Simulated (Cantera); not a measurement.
Standard-state values (1 bar) from the NASA 1993 polynomials, evaluated with Cantera. Values are per mole of reaction as written; species without (g) are pure solids or liquids, kept so even where they would boil at 1 bar.

### Question
Between 425 and 575 K, where is each reaction favourable under standard conditions?
- 2 Al + Cl2(g) → 2 AlCl(g)
- 0.6667 B + Cl2(g) → 0.6667 BCl3(g)
- Sr + Cl2(g) → SrCl2

### Answer
- 2 Al + Cl2(g) → 2 AlCl(g): ΔG° is -177 kJ at 425 K and -203 kJ at 575 K; it stays negative (K > 1). ΔH° is -107 kJ and ΔS° 166 J/K at 575 K.
- 0.6667 B + Cl2(g) → 0.6667 BCl3(g): ΔG° is -254 kJ at 425 K and -249 kJ at 575 K; it stays negative (K > 1). ΔH° is -269 kJ and ΔS° -34 J/K at 575 K.
- Sr + Cl2(g) → SrCl2: ΔG° is -760 kJ at 425 K and -737 kJ at 575 K; it stays negative (K > 1). ΔH° is -824 kJ and ΔS° -153 J/K at 575 K.
